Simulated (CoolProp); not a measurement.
A single-stage vapour-compression cycle with R143a: evaporating at 230.15 K (dew point), condensing at 251.15 K (bubble point), superheat 5 K, subcooling 8 K, compressor efficiency 0.75, no pressure losses. Each further row changes one setting.

Values from CoolProp's reference Helmholtz-energy equation of state, Lemmon and Jacobsen 2000.

| case | cooling COP | pressure ratio | discharge temperature (K) | refrigerating effect (kJ/kg) | volumetric capacity (kJ/m³) |
|---|---|---|---|---|---|
| as stated | 7.92 | 2.37 | 270.0 | 210 | 1180 |
| evaporating temperature 235.15 K | 10.8 | 1.90 | 266.3 | 214 | ___ |
| condensing temperature 246.15 K | 10.6 | 1.96 | ___ | 217 | 1210 |
| subcooling 13 K | 8.18 | 2.37 | 270.0 | 217 | 1210 |
| superheat 15 K | 7.85 | 2.37 | 280.5 | ___ | 1160 |
| compressor efficiency 0.65 | 6.87 | 2.37 | 274.3 | 210 | 1180 |

Problem. Complete the blanks.

Solution. 
- evaporating temperature 235.15 K, volumetric capacity (kJ/m³): 1470
- condensing temperature 246.15 K, discharge temperature (K): 262.2
- superheat 15 K, refrigerating effect (kJ/kg): 219
